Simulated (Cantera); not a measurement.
Input: 1 mol C2H4, 2.9 mol NH3, 0.75 mol N2, at 650 K and 1 atm.

Method: chemical equilibrium by Gibbs-energy minimisation in Cantera with the NASA 1993 tables (ideal gas, pure condensed phases). Candidate condensed phases: C, C6H6, C7H8, C8H18; 92 gas species. Rates play no part.

Base state: H2 0.356, N2 0.335, CH4 0.306, NH3 0.00234 (mole fractions); condensed: gas only.

### Question
What changes in the equilibrium state with this change: temperature from 650 K to 2475 K?

### Answer
```csv
species,before,after
H2,0.356,0.704
N2,0.335,0.240
HCN,<1e-9,0.0273
CH4,0.306,7.85e-5
H,<1e-9,0.0188
C2H2 (acetylene),<1e-9,0.00685
HNC,<1e-9,0.00311
CN,<1e-9,4.06e-5
CH3,<1e-9,3.78e-5
C4H2,<1e-9,2.75e-5
"C(graphite), mol",0,1.62
```
